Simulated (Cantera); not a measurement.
A freely propagating, adiabatic, planar premixed flame of CH4 : C2H6 : O2 : N2 = 1 : 0.44 : 2.7 : 13.8 (molar parts), equivalence ratio 1.3, unburnt at 325 K and 6.50 bar; mixture-averaged transport, grid criteria slope 0.08 and curve 0.16, no radiation.

Detailed kinetics in Cantera: GRI-Mech 3.0 (53 species, 325 reactions). Burning velocities carry a grid error of a few per cent, more on coarse grids.

### Question
Predict: laminar burning velocity; thermal thickness; peak x(H); peak x(C2H2).

### Answer
```json
{
 "laminar_burning_velocity": "5.51 cm/s",
 "thermal_thickness": "0.374 mm",
 "peak x(H)": "0.000150",
 "peak x(C2H2)": "0.00149"
}
```
